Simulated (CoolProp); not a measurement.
Vapour-liquid equilibrium of CHF3 (R23) (1) + CH2F2 (R32) (2) at 0.00385 MPa; x and y are mole fractions of (1).

Model: multi-fluid Helmholtz-energy mixture model, Penoncello 2003 and Tillner-Roth 1997; pair parameters Bell 2016, in CoolProp.

Question: Give the bubble temperature and the first vapour's composition at x = 0.15, 0.35, 0.45. Is there an azeotrope?

Answer: x = 0.15: -109.0 °C, y = 0.642; x = 0.35: -115.3 °C, y = 0.860; x = 0.45: -117.4 °C, y = 0.906. No azeotrope shows between x = 0.05 and 0.95.

The pair parameters rest on a limited set of measurements; away from them the model extrapolates.
